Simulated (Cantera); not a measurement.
An adiabatic, constant-pressure homogeneous reactor starts with H₂ : O₂ : N₂ = 1 : 0.278 : 1.04 (molar parts), at 1050 K and 4280 Torr. Integrator tolerance rtol = 1e-08.

Computed with Cantera and GRI-Mech 3.0 (53 species, 325 reactions). The hydrogen kinetics of GRI-Mech 3.0 are dated; newer H2 mechanisms differ, most at raised pressure.

**Question.** What does this change do: initial temperature 1050 to 1750 K?

**Answer.** 
| quantity | before | after |
|---|---|---|
| time of steepest temperature rise | 2.31 ms | 1.23 µs |
| temperature at 0.400 s | 2689 K | 3055 K |
| equilibrium temperature | 2689 K | 3055 K |
| x(H₂) at 0.400 s | 0.213 (gas-phase equilibrium 0.213) | 0.206 (gas-phase equilibrium 0.206) |
| x(O₂) at 0.400 s | 5.39e-5 (gas-phase equilibrium 5.39e-5) | 0.000724 (gas-phase equilibrium 0.000724) |
| x(OH) at 0.400 s | 0.00335 (gas-phase equilibrium 0.00335) | 0.0147 (gas-phase equilibrium 0.0147) |
| x(H₂O₂) at 0.400 s | 4.81e-8 (gas-phase equilibrium 4.81e-8) | 2.96e-7 (gas-phase equilibrium 2.96e-7) |
| x(NO₂) at 0.400 s | 1.14e-8 (gas-phase equilibrium 1.14e-8) | 1.85e-7 (gas-phase equilibrium 1.85e-7) |
| x(H₂O) at 0.400 s | 0.267 (gas-phase equilibrium 0.267) | 0.245 (gas-phase equilibrium 0.245) |
Above 3000 K some thermodynamic fits are extrapolated.

**Question.** What does this change do: pressure from 4280 Torr to 750 Torr?

**Answer.** 
```csv
quantity,before,after
time of steepest temperature rise,2.31 ms,0.162 ms
temperature at 0.400 s,2689 K,2619 K
equilibrium temperature,2689 K,2619 K
x(H₂) at 0.400 s,0.213 (gas-phase equilibrium 0.213),0.209 (gas-phase equilibrium 0.209)
x(O₂) at 0.400 s,5.39e-5 (gas-phase equilibrium 5.39e-5),0.000169 (gas-phase equilibrium 0.000169)
x(OH) at 0.400 s,0.00335 (gas-phase equilibrium 0.00335),0.00563 (gas-phase equilibrium 0.00563)
x(H₂O₂) at 0.400 s,4.81e-8 (gas-phase equilibrium 4.81e-8),3.06e-8 (gas-phase equilibrium 3.06e-8)
x(NO₂) at 0.400 s,1.14e-8 (gas-phase equilibrium 1.14e-8),1.43e-8 (gas-phase equilibrium 1.43e-8)
x(H₂O) at 0.400 s,0.267 (gas-phase equilibrium 0.267),0.262 (gas-phase equilibrium 0.262)
```
